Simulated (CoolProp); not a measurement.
A single-stage vapour-compression cycle with R1132(E): evaporating at 306.15 K (dew point), condensing at 331.15 K (bubble point), superheat 0 K, subcooling 5 K, compressor efficiency 0.7, no pressure losses. Each further row changes one setting.

Computed with CoolProp (reference Helmholtz-energy equation of state, Akasaka 2024).

```
case                              cooling COP  pressure ratio  discharge temperature (K)  refrigerating effect (kJ/kg)  volumetric capacity (kJ/m³)
--------------------------------  -----------  --------------  -------------------------  ----------------------------  ---------------------------
as stated                                6.72            1.77                      345.1                           159                        11100
evaporating temperature 311.15 K         8.73               ?                      342.2                           159                        12800
condensing temperature 326.15 K          8.86            1.59                      337.5                           170                        11900
subcooling 10 K                             ?            1.77                      345.1                           170                        11900
superheat 10 K                           6.68            1.77                          ?                           173                        11100
compressor efficiency 0.6                   ?            1.77                          ?                           159                        11100
```

**Question.** Some entries are withheld; supply them.

**Answer.** 
- evaporating temperature 311.15 K, pressure ratio: 1.57
- subcooling 10 K, cooling COP: 7.21
- superheat 10 K, discharge temperature (K): 355.1
- compressor efficiency 0.6, cooling COP: 5.76
- compressor efficiency 0.6, discharge temperature (K): 347.4
